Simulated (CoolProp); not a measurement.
The numbers come from the reference Helmholtz-energy equation of state, Zhou 2011 in CoolProp.

**Question.** For dimethyl carbonate, give the phase and the density (kg/m³), cp (kJ/(kg K)), speed of sound (m/s) at 564 K and 12.3 MPa; 564 K and 14 MPa; 564 K and 19.3 MPa.

**Answer.** 
- 564 K and 12.3 MPa: supercritical; density 654, cp 2.71, speed of sound 376
- 564 K and 14 MPa: supercritical; density 670, cp 2.62, speed of sound 406
- 564 K and 19.3 MPa: supercritical; density 708, cp 2.47, speed of sound 481
